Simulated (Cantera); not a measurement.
Input: 1 mol Al, 4.3 mol HCl, 320 mol H2, equilibrated at 1.00 bar.

Method: chemical equilibrium by Gibbs-energy minimisation in Cantera with the NASA 1993 tables (ideal gas, pure condensed phases). Candidate condensed phases: Al, AlCl3; 12 gas species. The tables' values for AlCl2 are old estimates; treat these amounts as uncertain. Kinetics and transport are ignored. All values below are at 1225 K.

Base state: H2 0.993, HCl 0.00409, AlCl3 0.00303, AlCl2 4.07e-5, AlCl 1.52e-5 (mole fractions); condensed: gas only.

Task: What changes in the equilibrium state with this change: HCl from 4.3 to 2.7 mol?

Result: 
| species | before | after |
|---|---|---|
| H2 | 0.993 | 0.996 |
| AlCl3 | 0.00303 | 0.00225 |
| AlCl | 1.52e-5 | 0.000627 |
| HCl | 0.00409 | 0.000549 |
| AlCl2 | 4.07e-5 | 0.000225 |
